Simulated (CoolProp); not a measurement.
Vapour-liquid equilibrium of R113 (1) + acetone (2) at 277.2 K; x and y are mole fractions of (1).

Model: multi-fluid Helmholtz-energy mixture model, Marx 1992 and Lemmon 2006; pair parameters Bell 2016, in CoolProp.

Task: Give the bubble pressure and the first vapour's composition at x = 0.35, 0.65, 0.95. Is there an azeotrope?

Result: x = 0.35: 0.1920 bar, y = 0.552; x = 0.65: 0.2049 bar, y = 0.678; x = 0.95: 0.1916 bar, y = 0.908. y crosses x between x = 0.65 and 0.725: the model has an azeotrope there.

Pair parameters are fitted to limited data, so mixtures are less certain than the pure fluids.
